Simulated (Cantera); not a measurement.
Feed: 1 mol Si, 0.0023 mol H2O, 12 mol N2, held at 2200 K and 0.00250 bar.

These are equilibrium values from Cantera (NASA tables, ideal gas, pure condensed phases), not measurements of a reactor. Candidate condensed phases: H2O, Si, SiO2, Si2N2O, Si3N4; 35 gas species. The tables' values for SiN are old estimates; treat these amounts as uncertain. The numbers say what is thermodynamically allowed, not how fast it happens.

Base state: N2 0.924, Si 0.0742, SiN 0.000602, Si2 0.000598, Si2N 0.000334, H 0.000332, SiO 0.000177, Si3 5.87e-5 (mole fractions); condensed: gas only.

Problem. What changes in the equilibrium state with this change: 0.017 mol CH4 added?

Solution. 
```
species    before     after
-------  --------  --------
N2          0.924     0.921
Si         0.0742    0.0719
H        0.000332   0.00352
Si2C            0   0.00111
CO              0   8.37e-5
HCN             0   5.24e-5
SiC2            0   2.32e-5
H2        8.69e-6  0.000975
```
Further candidate phases: C, C6H6, C7H8, C8H18, SiC.
